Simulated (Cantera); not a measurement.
Reactions in the system C-H-Ti

Source: NASA polynomial tables (part measured, part estimated), evaluated in Cantera. Values are per mole of reaction as written; species without (g) are pure solids or liquids, kept so even where they would boil at 1 bar. TiC: taken at fixed stoichiometry.

3 TiC + 4 H₂(g) → 3 Ti + C₃H₈(g)

| T (K) | ΔH° (kJ) | ΔS° (J/K) | ΔG° (kJ) | log10 K | condensed phases |
|---|---|---|---|---|---|
| 1800 | 439.5 | -273.6 | 932.0 | -27.04 | TiC(s), Ti(β) |
| 1825 | 440.1 | -273.3 | 938.8 | -26.87 | TiC(s), Ti(β) |
| 1850 | 440.7 | -272.9 | 945.6 | -26.70 | TiC(s), Ti(β) |
| 1875 | 441.4 | -272.6 | 952.5 | -26.53 | TiC(s), Ti(β) |
| 1900 | 442.1 | -272.2 | 959.3 | -26.37 | TiC(s), Ti(β) |
| 1925 | 442.8 | -271.8 | 966.1 | -26.21 | TiC(s), Ti(β) |
| 1950 | 487.5 | -248.8 | 972.7 | -26.06 | TiC(s), Ti(l) |
| 1975 | 488.7 | -248.2 | 978.9 | -25.89 | TiC(s), Ti(l) |
| 2000 | 489.9 | -247.6 | 985.1 | -25.73 | TiC(s), Ti(l) |
| 2025 | 491.2 | -247.0 | 991.3 | -25.57 | TiC(s), Ti(l) |

2 H₂(g) + TiC → Ti + CH₄(g)

```
T (K)  ΔH° (kJ)  ΔS° (J/K)  ΔG° (kJ)  log10 K  condensed phases
-----  --------  ---------  --------  -------  ----------------
1800      100.1      -93.5     268.5    -7.79     TiC(s), Ti(β)
1825      100.4      -93.4     270.9    -7.75     TiC(s), Ti(β)
1850      100.7      -93.2     273.2    -7.71     TiC(s), Ti(β)
1875      101.0      -93.1     275.5    -7.68     TiC(s), Ti(β)
1900      101.3      -92.9     277.8    -7.64     TiC(s), Ti(β)
1925      101.6      -92.8     280.2    -7.60     TiC(s), Ti(β)
1950      116.6      -85.1     282.4    -7.57     TiC(s), Ti(l)
1975      117.1      -84.8     284.6    -7.53     TiC(s), Ti(l)
2000      117.6      -84.6     286.7    -7.49     TiC(s), Ti(l)
2025      118.0      -84.3     288.8    -7.45     TiC(s), Ti(l)
```

6 TiC + 3 H₂(g) → 6 Ti + C₆H₆(g)

```csv
T (K),ΔH° (kJ),ΔS° (J/K),ΔG° (kJ),log10 K,condensed phases
1800,1200.0,-103.8,1387.0,-40.25,"TiC(s), Ti(β)"
1825,1201.0,-103.3,1389.6,-39.77,"TiC(s), Ti(β)"
1850,1201.9,-102.8,1392.1,-39.31,"TiC(s), Ti(β)"
1875,1202.9,-102.3,1394.7,-38.85,"TiC(s), Ti(β)"
1900,1203.9,-101.8,1397.2,-38.41,"TiC(s), Ti(β)"
1925,1205.0,-101.2,1399.8,-37.98,"TiC(s), Ti(β)"
1950,1293.9,-55.5,1402.0,-37.56,"TiC(s), Ti(l)"
1975,1296.0,-54.4,1403.4,-37.12,"TiC(s), Ti(l)"
2000,1298.0,-53.4,1404.8,-36.69,"TiC(s), Ti(l)"
2025,1300.0,-52.4,1406.1,-36.27,"TiC(s), Ti(l)"
```
